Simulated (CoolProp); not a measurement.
Vapour-liquid equilibrium of hydrogen sulfide (1) + n-butane (2) at 0.0371 MPa; x and y are mole fractions of (1).

The numbers come from the multi-fluid Helmholtz-energy mixture model, Lemmon 2006 and Bücker 2006; pair parameters Kunz 2012 in CoolProp.

| x | bubble temperature, mixture model (K) | bubble temperature, Raoult's law (K) | y, mixture model | y, Raoult's law |
|---|---|---|---|---|
| 0.05 | 224.3 | 238.5 | 0.736 | 0.429 |
| 0.125 | 209.2 | 228.2 | 0.907 | 0.700 |
| 0.2 | 202.9 | 221.2 | 0.944 | 0.819 |
| 0.275 | 200.0 | 216.1 | 0.957 | 0.881 |
| 0.35 | 198.5 | 212.1 | 0.963 | 0.918 |
| 0.425 | 197.7 | 208.8 | 0.966 | 0.942 |
| 0.5 | 197.3 | 206.1 | 0.968 | 0.959 |
| 0.575 | 197.1 | 203.8 | 0.969 | 0.970 |
| 0.65 | 197.0 | 201.8 | 0.969 | 0.979 |
| 0.725 | 196.8 | 200.0 | 0.971 | 0.986 |
| 0.8 | 196.5 | 198.4 | 0.973 | 0.991 |
| 0.875 | 196.1 | 197.0 | 0.978 | 0.995 |
| 0.95 | 195.4 | 195.7 | 0.988 | 0.998 |

The largest gap from Raoult's law is -19.0 K in bubble temperature, at x = 0.125. No azeotrope shows between x = 0.05 and 0.95.

The pair parameters rest on a limited set of measurements; away from them the model extrapolates. With so large a gap from Raoult's law the liquid may split in two, which this calculation doesn't test in full.
